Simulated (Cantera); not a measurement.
Input: 1 mol SiC, 1 mol N2O, 1.9 mol N2, at 1927 °C and 0.910 Pa.

These are equilibrium values from Cantera (NASA tables, ideal gas, pure condensed phases), not measurements of a reactor. Candidate condensed phases: C, Si, SiC, SiO2, Si2N2O, Si3N4; 34 gas species. The tables' values for SiN are old estimates; treat these amounts as uncertain. Rates play no part.

Task: What is the equilibrium state?

Result: 
- x(N2) = 0.592
- x(CO) = 0.203
- x(Si) = 0.203
- x(SiO) = 0.00100
- x(SiC2) = 0.000348
- x(CN) = 0.000206
- x(SiN) = 7.94e-5
- x(Si2C) = 7.41e-5
- x(C) = 2.24e-5
- gas amount = 4.895 mol
- log10 activity of C(graphite) (absent) = -0.87
- log10 activity of Si(l) (absent) = -2.30
